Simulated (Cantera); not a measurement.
An isothermal plug-flow reactor at 950 K and 0.400 bar (inlet), inlet velocity 0.64 m/s, active area per volume 1300 1/m; feed CH4 : O2 : N2 = 0.002 : 0.028 : 0.79 (molar parts).

Detailed kinetics in Cantera: Deutschmann's 1995 Pt surface mechanism with GRI-Mech 3.0 gas chemistry. Catalytic surfaces can have several steady states; this one follows from the mechanism file's or the stated starting coverage. Mass transfer to the wall is taken as infinitely fast.

Problem. Predict: x(CH4) at z = 0.0096 m; x(O2) at z = 0.0096 m; x(H2O) at z = 0.0096 m; x(CO2) at z = 0.0096 m; x(CO) at z = 0.0096 m; θ(free Pt) at the exit; θ(O*) at the exit.

Solution. 
```
Quantity                   Value
----------------------  --------
x(CH4) at z = 0.0096 m  0.000256
x(O2) at z = 0.0096 m     0.0298
x(H2O) at z = 0.0096 m   0.00436
x(CO2) at z = 0.0096 m   0.00218
x(CO) at z = 0.0096 m    1.31e-7
θ(free Pt) at the exit     0.251
θ(O*) at the exit          0.748
```
